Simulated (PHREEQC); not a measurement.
A solution holds 0.019 mol/kgw HF, 0.00024 mol/kgw NH4F and 0.017 mol/kgw (NH4)2SiF6, at 25 °C. Closed to the air; pH follows from the charge balance.

All values are PHREEQC results (ion-association model, phreeqc.dat), not measurements.

The pH is 2.49 and the ionic strength is 0.0551 mol/kgw. The density is 0.999 g/cm³. The total alkalinity comes out as -87.0 meq/kg.

| species | molality | activity | log γ |
|---|---|---|---|
| NH4+ | 0.0342 | 0.0272 | -0.100 |
| SiF6-2 | 0.0170 | 0.00767 | -0.346 |
| HF | 0.0149 | 0.0151 | 0.006 |
| F- | 0.00385 | 0.00310 | -0.094 |
| H+ | 0.00383 | 0.00326 | -0.071 |
| HF2- | 0.000221 | 0.000180 | -0.089 |
| H4SiO4 | 4.99e-8 | 5.06e-8 | 0.006 |
| NH3 | 4.70e-9 | 4.76e-9 | 0.006 |

This is a speciation only: nothing precipitates in the calculation. Species that the database lacks are ignored. SiF6-2 is the database's only silicon fluoride.
